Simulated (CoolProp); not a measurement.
Vapour-liquid equilibrium of R22 (1) + ethanol (2) at 0.043 MPa; x and y are mole fractions of (1).

Values from CoolProp's multi-fluid Helmholtz-energy mixture model, Kamei 1995 and Schroeder 2014; pair parameters Bell 2016.

```tsv
x	bubble temperature (K)	y at the bubble point	dew temperature at overall composition x (K)	liquid density (mol/L)
0.05	273.2	0.964	330.2	17.44
0.2	235.7	0.999	326.4	17.98
0.35	225.1	1.000	322.1	18.00
0.5	220.9	1.000	316.8	17.87
0.65	219.1	1.000	309.9	17.64
0.8	218.0	1.000	299.8	17.34
0.95	216.4	1.000	277.8	16.98
```

No azeotrope shows between x = 0.05 and 0.95.

The pair parameters rest on a limited set of measurements; away from them the model extrapolates. With so large a gap from Raoult's law the liquid may split in two, which this calculation doesn't test in full.
